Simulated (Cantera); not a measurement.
A freely propagating, adiabatic, planar premixed flame of H₂ : O₂ : N₂ = 1 : 0.633 : 2.38 (molar parts), equivalence ratio 0.79, unburnt at 425 K and 0.450 bar; mixture-averaged transport, grid criteria slope 0.08 and curve 0.16, no radiation.

Computed with Cantera and the H2/O2 subset of GRI-Mech 3.0, which has no nitrogen chemistry. Burning velocities carry a grid error of a few per cent, more on coarse grids.

Predict: laminar burning velocity; thermal thickness; peak x(H₂O₂); peak x(O); peak x(HO₂).


* **laminar burning velocity**: 308 cm/s
* **thermal thickness**: 1.11 mm
* **peak x(H₂O₂)**: 3.62e-5
* **peak x(O)**: 0.0131
* **peak x(HO₂)**: 0.000247
